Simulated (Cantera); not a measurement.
A closed system holds: 1 mol SiF₄, 0.45 mol O₂, 11 mol H₂, 0.53 mol H₂O, held at 1427 °C and 13.3 mbar.

Cantera equilibrium calculation (NASA polynomials, part measured and part estimated; ideal gas, pure solids and liquids). The tables' values for SiF₃, SiF₂ are old estimates; treat these amounts as uncertain. The tables hold silica as quartz up to 1696 K and as liquid above; real silica turns to tridymite and cristobalite and melts near 1996 K. The numbers say what is thermodynamically allowed, not how fast it happens.

| species | before | after |
|---|---|---|
| H₂ | 0.755 | 0.654 |
| HF | 0.213 | 0.278 |
| SiO | 0.00294 | 0.0498 |
| SiF₄ | 0.0200 | 0.000336 |
| H₂O | 0.00532 | 0.0110 |
| SiHF₃ | 0.000123 | 1.37e-6 |
| SiF₃ | 0.00238 | 0.000181 |
| H | 0.00111 | 0.00656 |
| SiF₂ | 0.000118 | 4.09e-5 |
| SiO₂(condensed), mol | 0.660 | 0.281 |
Gas species are given as mole fractions.

Q: What was changed between the two runs?
A. O₂ from 0.45 to 1.9 mol
B. H₂O from 0.53 to 4 mol
C. pressure from 13.3 mbar to 33.0 Pa
D. pressure from 13.3 mbar to 2.10 mbar

A: C, pressure from 13.3 mbar to 33.0 Pa
